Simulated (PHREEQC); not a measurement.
Consider water at 25 °C with 0.0572 mol/kgw Cu(NO3)2 and 0.0018 mol/kgw HCl. Closed to the air; pH follows from the charge balance.

The numbers come from PHREEQC with the ion-association model, phreeqc.dat.

```
Item                         Result
--------------------  -------------
pH                             2.84
ionic strength        0.173 mol/kgw
specific conductance    11100 µS/cm
density                 1.006 g/cm³
total alkalinity       -1.80 meq/kg
```

```tsv
species	molality	activity	log γ
NO3-	0.114	0.0809	-0.151
Cu+2	0.0571	0.0195	-0.466
H+	0.00180	0.00145	-0.095
Cl-	0.00171	0.00124	-0.139
CuCl+	8.95e-5	6.52e-5	-0.137
CuOH+	1.84e-7	1.34e-7	-0.137
CuCl2	4.18e-8	4.35e-8	0.017
Cu2(OH)2+2	2.47e-8	7.92e-9	-0.494
```

Precipitation was switched off in this run. Complexes and solids missing from the database can't appear.
